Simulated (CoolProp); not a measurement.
Vapour pressure (bar) of hydrogen chloride: the reference equation beside estimates from Tc = 324.7 K, pc = 83.14 bar, ω = 0.130.

Computed with CoolProp (reference Helmholtz-energy equation of state, Thol 2018).

```csv
T (K),reference,Lee-Kesler,Redlich-Kwong,Peng-Robinson
208.5,2.841,2.785,3.357,2.814
211.2,3.205,3.153,3.790,3.178
214,3.620,3.573,4.281,3.594
216.8,4.075,4.034,4.818,4.050
219.6,4.572,4.539,5.402,4.549
222.3,5.094,5.070,6.014,5.074
225.1,5.682,5.668,6.699,5.665
227.9,6.319,6.317,7.439,6.307
230.7,7.009,7.021,8.237,7.003
233.4,7.727,7.752,9.062,7.727
236.2,8.528,8.569,9.979,8.536
239,9.389,9.448,10.96,9.407
241.7,10.28,10.36,11.97,10.31
244.5,11.27,11.36,13.08,11.31
```

Absolute difference from the reference over all 14 rows, mean and median: Lee-Kesler 0.8 and 0.7 %, Redlich-Kwong 17.6 and 17.8 %, Peng-Robinson 0.4 and 0.3 %.
